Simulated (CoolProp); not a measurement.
Vapour-liquid equilibrium of benzene (1) + n-heptane (2) at 469 K; x and y are mole fractions of (1).

Computed with CoolProp (multi-fluid Helmholtz-energy mixture model, Thol 2012 and Span 2003; pair parameters Bell 2016).

Task: Give the bubble pressure and the first vapour's composition at x = 0.125, 0.5, 0.8. Is there an azeotrope?

Result: x = 0.125: 0.9884 MPa, y = 0.173; x = 0.5: 1.194 MPa, y = 0.576; x = 0.8: 1.304 MPa, y = 0.827. No azeotrope shows between x = 0.05 and 0.95.

Pair parameters are fitted to limited data, so mixtures are less certain than the pure fluids.
